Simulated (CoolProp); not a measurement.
200 sccm (0 °C, 1 atm) of nitrogen bubbles through liquid n-undecane at 337.5 K and leaves saturated at a total pressure of 0.0202 MPa (ideal gas phase). Each further row changes one setting.

Computed with CoolProp (reference Helmholtz-energy equation of state, Aleksandrov 2011). It is a short technical equation, of lower accuracy than the large ones.

```json
[
 {"case": "as stated", "vapour pressure (kPa)": "0.760", "mole fraction of vapour": "?", "delivery (mg/min)": "54.5", "delivery (sccm)": "?", "change of delivery for a bath 1 K warmer (%)": "6.0"},
 {"case": "bath temperature 342.5 K", "vapour pressure (kPa)": "?", "mole fraction of vapour": "0.0495", "delivery (mg/min)": "72.7", "delivery (sccm)": "?", "change of delivery for a bath 1 K warmer (%)": "5.8"},
 {"case": "total pressure 0.0404 MPa", "vapour pressure (kPa)": "0.760", "mole fraction of vapour": "0.0188", "delivery (mg/min)": "26.7", "delivery (sccm)": "?", "change of delivery for a bath 1 K warmer (%)": "5.9"}
]
```

Task: Complete the blanks.

Result: 
- as stated, mole fraction of vapour: 0.0376
- as stated, delivery (sccm): 7.82
- bath temperature 342.5 K, vapour pressure (kPa): 1.00
- bath temperature 342.5 K, delivery (sccm): 10.4
- total pressure 0.0404 MPa, delivery (sccm): 3.83
